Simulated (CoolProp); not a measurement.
Vapour-liquid equilibrium of R125 (1) + R245fa (2) at -80.75 °C; x and y are mole fractions of (1).

Values from CoolProp's multi-fluid Helmholtz-energy mixture model, Lemmon 2005 and Akasaka 2015; pair parameters Bell 2016.

| x | bubble pressure, mixture model (MPa) | bubble pressure, Raoult's law (MPa) | y, mixture model | y, Raoult's law |
|---|---|---|---|---|
| 0.05 | 0.001147 | 0.0009108 | 0.845 | 0.805 |
| 0.2 | 0.003674 | 0.003083 | 0.958 | 0.952 |
| 0.35 | 0.005866 | 0.005255 | 0.978 | 0.977 |
| 0.5 | 0.007895 | 0.007427 | 0.987 | 0.987 |
| 0.65 | 0.009871 | 0.009598 | 0.992 | 0.993 |
| 0.8 | 0.01187 | 0.01177 | 0.996 | 0.997 |
| 0.95 | 0.01395 | 0.01394 | 0.999 | 0.999 |

The largest gap from Raoult's law is +25.9 % in bubble pressure, at x = 0.05. No azeotrope shows between x = 0.05 and 0.95.

Pair parameters are fitted to limited data, so mixtures are less certain than the pure fluids.
